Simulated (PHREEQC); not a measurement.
# Leach liquor (model solution)

A solution holds 0.036 mol H2SO4, 0.0012 mol MnSO4 and 0.00053 mol Fe2(SO4)3 per kg of water, at 25 °C. Closed to the air; pH follows from the charge balance.

All values are PHREEQC results (ion-association model, phreeqc.dat), not measurements.

| Item | Value |
|---|---|
| pH | 1.40 |
| ionic strength | 0.0631 mol/kgw |
| specific conductance | 16600 µS/cm |
| density | 1.000 g/cm³ |
| total alkalinity | -74.1 meq/kg |

| species | molality | activity | log γ |
|---|---|---|---|
| H+ | 0.0468 | 0.0395 | -0.074 |
| HSO4- | 0.0251 | 0.0203 | -0.093 |
| SO4-2 | 0.0123 | 0.00528 | -0.365 |
| Mn+2 | 0.000845 | 0.000384 | -0.343 |
| FeSO4+ | 0.000764 | 0.000620 | -0.091 |
| MnSO4 | 0.000355 | 0.000360 | 0.006 |
| FeHSO4+2 | 0.000154 | 6.55e-5 | -0.371 |
| Fe(SO4)2- | 8.87e-5 | 7.16e-5 | -0.093 |

This is a speciation only: nothing precipitates in the calculation. The solution is supersaturated, for example in Hematite (slow to form), Goethite (slow to form), so a real one may precipitate; this is no full list. Species that the database lacks are ignored.
